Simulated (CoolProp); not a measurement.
Vapour pressure (bar) of n-heptane: the reference equation beside estimates from Tc = 541.2 K, pc = 27.74 bar, ω = 0.349. Clausius-Clapeyron is anchored at 352.9 K with a constant enthalpy of vaporisation of 33.06 kJ/mol.

Model: reference Helmholtz-energy equation of state, Span 2003, in CoolProp. It is a short technical equation, of lower accuracy than the large ones.

| T (K) | reference | Lee-Kesler | Clausius-Clapeyron | van der Waals | Redlich-Kwong | Peng-Robinson |
|---|---|---|---|---|---|---|
| 308.2 | 0.09858 | 0.09409 | 0.1105 | 1.770 | 0.3210 | 0.09967 |
| 323.1 | … | 0.1817 | 0.2003 | 2.340 | 0.5385 | 0.1889 |
| 338 | 0.3363 | 0.3273 | 0.3445 | 3.024 | 0.8544 | 0.3353 |
| 352.9 | 0.5662 | 0.5559 | 0.5662 | 3.832 | 1.293 | 0.5626 |
| 367.8 | 0.9068 | 0.8967 | 0.8937 | 4.772 | 1.879 | 0.8992 |
| 382.6 | 1.387 | 1.380 | 1.358 | 5.845 | 2.634 | 1.375 |
| 397.5 | 2.051 | 2.048 | 2.004 | … | 3.592 | 2.033 |
| 412.4 | 2.935 | 2.939 | 2.877 | 8.456 | 4.774 | 2.913 |
| 427.3 | 4.084 | 4.096 | 4.027 | 10.00 | 6.206 | 4.061 |
| 442.1 | 5.534 | 5.553 | 5.499 | 11.70 | 7.897 | 5.516 |
| 457 | 7.355 | 7.378 | 7.373 | 13.59 | 9.895 | 7.350 |
| 471.9 | 9.595 | … | 9.704 | … | 12.21 | 9.613 |
| 486.8 | 12.32 | 12.34 | 12.56 | 17.90 | 14.86 | … |

**Question.** What belongs in the gaps?

**Answer.** 
- 323.1, reference: 0.1884
- 397.5, van der Waals: 7.073
- 471.9, Lee-Kesler: 9.620
- 471.9, van der Waals: 15.65
- 486.8, Peng-Robinson: 12.37

Absolute difference from the reference over all 13 rows, mean and median: Lee-Kesler 1.2 and 0.3 %, Clausius-Clapeyron 2.6 and 1.9 %, van der Waals 449.5 and 244.9 %, Redlich-Kwong 92.8 and 75.1 %, Peng-Robinson 0.6 and 0.6 %.
